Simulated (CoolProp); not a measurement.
50 sccm (0 °C, 1 atm) of nitrogen bubbles through liquid dimethyl carbonate at 306.2 K and leaves saturated at a total pressure of 0.073 MPa (ideal gas phase). Each further row changes one setting.

Model: reference Helmholtz-energy equation of state, Zhou 2011, in CoolProp.

```tsv
case	vapour pressure (kPa)	mole fraction of vapour	delivery (mg/min)	delivery (sccm)	change of delivery for a bath 1 K warmer (%)
as stated	10.8	(withheld)	(withheld)	(withheld)	5.8
bath temperature 311.2 K	13.7	0.188	(withheld)	(withheld)	(withheld)
total pressure 0.146 MPa	10.8	(withheld)	(withheld)	4.01	5.3
```

Q: Complete the blanks.

A: 
- as stated, mole fraction of vapour: 0.148
- as stated, delivery (mg/min): 35.0
- as stated, delivery (sccm): 8.72
- bath temperature 311.2 K, delivery (mg/min): 46.5
- bath temperature 311.2 K, delivery (sccm): 11.6
- bath temperature 311.2 K, change of delivery for a bath 1 K warmer (%): 5.9
- total pressure 0.146 MPa, mole fraction of vapour: 0.0742
- total pressure 0.146 MPa, delivery (mg/min): 16.1
